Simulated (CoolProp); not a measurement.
A single-stage vapour-compression cycle with R143a: evaporating at 212.15 K (dew point), condensing at 249.15 K (bubble point), superheat 8 K, subcooling 2 K, compressor efficiency 0.8, no pressure losses. Each further row changes one setting.

Values from CoolProp's reference Helmholtz-energy equation of state, Lemmon and Jacobsen 2000.

```json
[
 {"case": "as stated", "cooling COP": "3.98", "pressure ratio": "5.41", "discharge temperature (K)": "283.3", "refrigerating effect (kJ/kg)": "195", "volumetric capacity (kJ/m³)": "463"},
 {"case": "evaporating temperature 217.15 K", "cooling COP": "4.81", "pressure ratio": "4.14", "discharge temperature (K)": "(withheld)", "refrigerating effect (kJ/kg)": "199", "volumetric capacity (kJ/m³)": "(withheld)"},
 {"case": "condensing temperature 244.15 K", "cooling COP": "(withheld)", "pressure ratio": "(withheld)", "discharge temperature (K)": "275.7", "refrigerating effect (kJ/kg)": "202", "volumetric capacity (kJ/m³)": "480"},
 {"case": "subcooling 7 K", "cooling COP": "4.12", "pressure ratio": "5.41", "discharge temperature (K)": "283.3", "refrigerating effect (kJ/kg)": "202", "volumetric capacity (kJ/m³)": "480"},
 {"case": "superheat 18 K", "cooling COP": "(withheld)", "pressure ratio": "5.41", "discharge temperature (K)": "294.1", "refrigerating effect (kJ/kg)": "(withheld)", "volumetric capacity (kJ/m³)": "(withheld)"},
 {"case": "compressor efficiency 0.7", "cooling COP": "3.48", "pressure ratio": "5.41", "discharge temperature (K)": "(withheld)", "refrigerating effect (kJ/kg)": "195", "volumetric capacity (kJ/m³)": "463"}
]
```

Q: Fill in the missing entries.

A: 
- evaporating temperature 217.15 K, discharge temperature (K): 278.6
- evaporating temperature 217.15 K, volumetric capacity (kJ/m³): 605
- condensing temperature 244.15 K, cooling COP: 4.70
- condensing temperature 244.15 K, pressure ratio: 4.45
- superheat 18 K, cooling COP: 3.95
- superheat 18 K, refrigerating effect (kJ/kg): 203
- superheat 18 K, volumetric capacity (kJ/m³): 459
- compressor efficiency 0.7, discharge temperature (K): 290.5
